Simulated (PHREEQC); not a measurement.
Solution (20 °C): 4.2 mmol/kgw MgCl2, 0.042 mmol/kgw Na2SO4 and 0.13 mmol/kgw NaCl. Closed to the air; pH follows from the charge balance.

All values are PHREEQC results (ion-association model, phreeqc.dat), not measurements.

Each row changes one thing in this solution. No solid was allowed to form.

| case | pH | SO4-2 (mol/kgw) | NaSO4- (mol/kgw) | HSO4- (mol/kgw) | SI of Halite (NaCl) |
|---|---|---|---|---|---|
| as made | 6.94 | 3.09e-5 | 2.05e-8 | 2.23e-10 | -7.40 |
| NaCl from 0.00013 to 0.000117 mol/kgw | 6.94 | 3.09e-5 | 1.93e-8 | 2.23e-10 | -7.43 |
| 0.00017 mol/kgw CdCl2 added | 6.73 | [?] | [?] | 3.56e-10 | -7.39 |
| temperature from 20 to 50 °C | 6.44 | [?] | 1.91e-8 | 1.12e-9 | -7.43 |
| MgCl2 replaced by HCl at the same molality | 2.41 | 3.28e-5 | 2.57e-8 | [?] | -7.66 |
| NaCl from 0.00013 to 0.00026 mol/kgw | 6.94 | 3.10e-5 | 3.29e-8 | 2.23e-10 | -7.19 |
| MgCl2 from 0.0042 to 0.00378 mol/kgw | 6.95 | 3.15e-5 | 2.13e-8 | 2.25e-10 | -7.44 |

Task: Some entries are withheld; supply them.

Result: 
- 0.00017 mol/kgw CdCl2 added, SO4-2 (mol/kgw): 3.07e-5
- 0.00017 mol/kgw CdCl2 added, NaSO4- (mol/kgw): 2.03e-8
- temperature from 20 to 50 °C, SO4-2 (mol/kgw): 2.47e-5
- MgCl2 replaced by HCl at the same molality, HSO4- (mol/kgw): 9.14e-6

Species that the database lacks are ignored. At this temperature some constants are extrapolated from 25 °C, and those without enthalpy data are left unchanged.
